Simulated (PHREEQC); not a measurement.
1 kg of water holding 0.11 mol KCl, 0.0039 mol NaBr and 0.00035 mol CaSO4 is evaporated at 20 °C; the solids stay in contact with the brine. CO2 from the air is kept out. Solids allowed: Arcanite, Glaserite, Glauberite, Gypsum, Anhydrite, Halite, Mirabilite, Misenite, Portlandite, Sylvite, Syngenite, Thenardite. Others were left out.

The series has 28 steps of water left (kg), from 1 to 0.005012.

The numbers come from PHREEQC with the Pitzer model, pitzer.dat.

**Question.** Which solids form, in which order, and at which step of the series does each first stand?

**Answer.** Sylvite from water left = 0.02407 kg.
